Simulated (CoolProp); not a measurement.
Properties of C2F6 (R116) along the isobar 1.75 MPa (Tc = 293.0 K, pc = 3.048 MPa, ω = 0.257).

Computed with CoolProp (reference Helmholtz-energy equation of state, Lemmon 2006). It is a short technical equation, of lower accuracy than the large ones.

```csv
T (K),phase,speed of sound (m/s),isothermal compressibility (1/MPa),expansivity (1/kK),conductivity (mW/(m K)),fugacity coefficient
239.2,liquid,384.1,0.007599,4.154,59.7,0.3450
246,liquid,353.5,0.009408,4.632,56.9,0.4185
252.7,liquid,322.1,0.01199,5.272,54.1,0.4984
259.4,liquid,288.7,0.01604,6.200,51.1,0.5853
266.1,liquid,252.0,0.02319,7.707,47.9,0.6779
272.8,gas,94.58,1.058,15.53,16.0,0.7567
279.5,gas,101.3,0.9167,11.69,15.7,0.7774
286.2,gas,106.8,0.8397,9.615,15.8,0.7955
292.9,gas,111.4,0.7899,8.279,16.0,0.8116
```

Thermal conductivity comes from a separate model (Huber 2003), an estimate that may be off by 10 % or more.
